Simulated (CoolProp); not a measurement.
Fluorine along the isotherm 206.9 K: density (kg/m³) from the reference equation and from simpler models built on Tc = 144.4 K, pc = 5240 kPa, ω = 0.045; each cubic takes its own stable root.

Model: reference Helmholtz-energy equation of state, de Reuck 1990, in CoolProp.

```tsv
p (kPa)	phase	reference
2000	gas	46.01
4000	gas	96.02
6000	supercritical	150.2
8000	supercritical	208.5
10000	supercritical	270.6
12000	supercritical	335.8
14000	supercritical	401.8
16000	supercritical	465.7
18000	supercritical	525.2
20000	supercritical	579.6
```

Task: How far does each simpler model (ideal gas, van der Waals) lie from the reference over these 10 states: mean and median of the absolute difference, and the worst?

Result: 
- ideal gas: mean 17.4 %, median 19.7 %, worst -24.3 % at 206.9 K and 18000 kPa
- van der Waals: mean 4.3 %, median 4.2 %, worst +7.7 % at 206.9 K and 12000 kPa
